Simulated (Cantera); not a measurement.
A Cantera script and what it prints.

```python
import numpy as np
import cantera as ct

gas_names = [...]  # 110 gases of nasa_gas.yaml made of C, H, O
cond_names = """
    C(gr) C6H6(L) C7H8(L) C8H18(L),n-octa H2O(s) H2O(L)
""".split()


# ... load() reads the species with a 1 bar reference pressure and builds the phases ...
atoms = {
    'CO2': {'C': 1, 'O': 2},
    'O2': {'O': 2},
    'H2': {'H': 2},
}
top_T = {'C(gr)': 4500}  # K; cautious upper limits of use, not melting points


# ... equilibrate(T, P, feed) seeds the gas with the atoms and calls Mixture.equilibrate('TP', solver="vcs", rtol=1e-11, max_steps=5000) ...
results = []
T = 975  # K
P = 52000  # Pa
for m in [1.1, 1.5, 2, 2.7, 3.6, 4.8, 6.5, 8.8]:
    feed = {'CO2': 1, 'O2': 0.36, 'H2': m}  # mol
    mix = equilibrate(T, P, feed)
    results.append((T, P, feed, dict(zip(mix.species_names, mix.species_moles))))
    x = sorted(zip(gas.X, gas.species_names), reverse=True)
    print(f"T = {T:g} K  P = {P:g} Pa  n(H2) = {m:g} mol  gas = {mix.phase_moles(0):.4g} mol")
    print("   x: " + "  ".join(f"{s} {v:.3e}" for v, s in x if v > 1e-05))
    print("   condensed (mol): " + ("  ".join(f"{mix.phase(i).name} {mix.phase_moles(i):.4g}"
          for i in range(1, mix.n_phases) if mix.phase_moles(i) > 1e-12) or "none"))
```

Result:

```
T = 975 K  P = 52000 Pa  n(H2) = 1.1 mol  gas = 2.1 mol
   x: H2O 4.120e-01  CO2 4.071e-01  H2 1.118e-01  CO 6.912e-02
   condensed (mol): none
T = 975 K  P = 52000 Pa  n(H2) = 1.5 mol  gas = 2.5 mol
   x: H2O 3.893e-01  CO2 2.988e-01  H2 2.107e-01  CO 1.012e-01  CH4 4.960e-05
   condensed (mol): none
T = 975 K  P = 52000 Pa  n(H2) = 2 mol  gas = 2.999 mol
   x: H2O 3.575e-01  H2 3.091e-01  CO2 2.163e-01  CO 1.170e-01  CH4 1.972e-04
   condensed (mol): none
T = 975 K  P = 52000 Pa  n(H2) = 2.7 mol  gas = 3.696 mol
   x: H2 4.124e-01  H2O 3.170e-01  CO2 1.489e-01  CO 1.211e-01  CH4 5.471e-04
   condensed (mol): none
T = 975 K  P = 52000 Pa  n(H2) = 3.6 mol  gas = 4.59 mol
   x: H2 5.069e-01  H2O 2.752e-01  CO 1.161e-01  CO2 1.007e-01  CH4 1.122e-03
   condensed (mol): none
T = 975 K  P = 52000 Pa  n(H2) = 4.8 mol  gas = 5.778 mol
   x: H2 5.934e-01  H2O 2.335e-01  CO 1.051e-01  CO2 6.609e-02  CH4 1.919e-03
   condensed (mol): none
T = 975 K  P = 52000 Pa  n(H2) = 6.5 mol  gas = 7.456 mol
   x: H2 6.734e-01  H2O 1.925e-01  CO 9.006e-02  CO2 4.114e-02  CH4 2.918e-03
   condensed (mol): none
T = 975 K  P = 52000 Pa  n(H2) = 8.8 mol  gas = 9.723 mol
   x: H2 7.412e-01  H2O 1.560e-01  CO 7.401e-02  CO2 2.489e-02  CH4 3.945e-03
   condensed (mol): none
```

Equilibrium computed with Cantera from the NASA thermochemical tables; the gas is ideal and each condensed phase is pure.
